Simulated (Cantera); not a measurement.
An isothermal, constant-pressure homogeneous reactor starts with CH3OH : O2 : N2 = 0.0029 : 0.0099 : 1 (molar parts), equivalence ratio 0.44, at 1548 K and 690 Torr. Integrator tolerance rtol = 1e-08.

Computed with Cantera and GRI-Mech 3.0 (53 species, 325 reactions). GRI-Mech 3.0 was tuned for natural gas; its chemistry of methanol as a main component is partial and can be far from experiment.

Q: What does this change do: temperature 1548 to 1250 K?

A: 
```tsv
quantity	before	after
x(CH3OH) at 200 s	<1e-12 (gas-phase equilibrium <1e-12)	<1e-12 (gas-phase equilibrium <1e-12)
x(O2) at 200 s	0.00547 (gas-phase equilibrium 0.00533)	0.00547 (gas-phase equilibrium 0.00545)
x(HCN) at 200 s	<1e-12 (gas-phase equilibrium <1e-12)	<1e-12 (gas-phase equilibrium <1e-12)
x(NO) at 200 s	8.05e-6 (gas-phase equilibrium 0.000275)	3.24e-7 (gas-phase equilibrium 5.11e-5)
x(C2H6) at 200 s	<1e-12 (gas-phase equilibrium <1e-12)	<1e-12 (gas-phase equilibrium <1e-12)
```
